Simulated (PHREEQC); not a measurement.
Make-up at 25 °C: 0.068 mol/kgw ZnCl2 and 0.00026 mol/kgw NaOH. Closed to the air; pH follows from the charge balance.

The numbers come from PHREEQC with the ion-association model, wateq4f.dat.

Each row changes one thing in this solution. This is a speciation only: nothing precipitates in the calculation.

| case | pH | ionic strength (mol/kgw) |
|---|---|---|
| as made | 6.47 | 0.188 |
| diluted 5-fold with water | 6.57 | 0.0398 |
| NaOH left out | 5.08 | 0.189 |
| 0.12 mol/kgw HF added | 2.02 | 0.197 |
| ZnCl2 left out | 10.41 | 0.000260 |

Species that the database lacks are ignored. Some of these states are supersaturated (in Zn5(OH)8Cl2, Zincite(c) (slow to form), for instance). wateq4f.dat counts part of the HF as a dimer, H2F2, which phreeqc.dat doesn't know; its constant is uncertain.
